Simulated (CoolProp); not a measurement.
R21 along the isotherm 473 K: fugacity coefficient from the reference equation and from simpler models built on Tc = 452.7 K, pc = 5.289 MPa, ω = 0.206; each cubic takes its own stable root.

Values from CoolProp's reference Helmholtz-energy equation of state, Platzer 1990. This equation is an older, rougher fit; its heat capacities, sound speeds and derivatives of the liquid may be far off and weren't checked against measurements.

```csv
p (MPa),phase,reference,van der Waals,Redlich-Kwong,Soave-Redlich-Kwong
1.65,gas,0.9110,0.9173,0.9081,0.9097
3.31,gas,0.8223,0.8345,0.8185,0.8218
4.96,gas,0.7336,0.7502,0.7305,0.7358
6.61,supercritical,0.6409,0.6547,0.6387,0.6477
8.26,supercritical,0.5520,0.5689,0.5528,0.5639
9.92,supercritical,0.4864,0.5095,0.4908,0.5018
11.6,supercritical,0.4384,0.4670,0.4453,0.4559
13.2,supercritical,0.4041,0.4372,0.4127,0.4230
14.9,supercritical,0.3760,0.4133,0.3860,0.3959
16.5,supercritical,0.3551,0.3962,0.3661,0.3758
18.2,supercritical,0.3373,0.3821,0.3491,0.3586
19.8,supercritical,0.3237,0.3719,0.3362,0.3455
21.5,supercritical,0.3118,0.3636,0.3250,0.3341
23.1,supercritical,0.3026,0.3577,0.3163,0.3253
24.8,supercritical,0.2945,0.3531,0.3086,0.3176
26.4,supercritical,0.2882,0.3502,0.3027,0.3116
```
